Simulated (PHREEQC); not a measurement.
A made-up water analysis in mmol/kgw, 35 °C, pH 6.38, pe 0.8:

```csv
constituent,mmol/kgw
Na,0.0982
K,0.0183
Ca,0.355
Mg,0.00815
Cl,0.0795
S(6),0.0541
Alkalinity (meq/kgw),0.634
Sr,0.000244
Mn(2),0.000469
```

Cl is adjusted to close the charge balance.
Valence states are taken as typed.

Computed with PHREEQC (ion-association model, phreeqc.dat).

This is a speciation only: nothing precipitates in the calculation.

Problem. What specific conductance does the model give?

Solution. specific conductance 110 µS/cm.

Problem. In which forms is S present?

Solution. SO4-2 95 %, CaSO4 4.6 % of the S.
